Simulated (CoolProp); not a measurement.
The fluid at 293.15 K and 0.231 MPa is throttled through a valve to 0.0113 MPa with no heat exchange. The same conditions are run with several fluids, on thermodynamics alone (safety and materials aside).

Computed with CoolProp (reference Helmholtz-energy equation of state of each fluid (R407C: Lemmon 2003; C3F8 (R218): Lemmon 2006; R143a: Lemmon and Jacobsen 2000; hydrogen chloride: Thol 2018; propylene: Lemmon 2013)). Blends and air are pseudo-pure fits.

Rank R407C, C3F8 (R218), R143a, hydrogen chloride, propylene by temperature change (K), highest first.

C3F8 (R218) (-3.0), hydrogen chloride (-3.7), propylene (-4.1), R143a (-4.5), R407C (-4.9)

| fluid | final density (kg/m³) |
|---|---|
| R407C | 0.407 |
| C3F8 (R218) | 0.883 |
| R143a | 0.397 |
| hydrogen chloride | 0.171 |
| propylene | 0.198 |
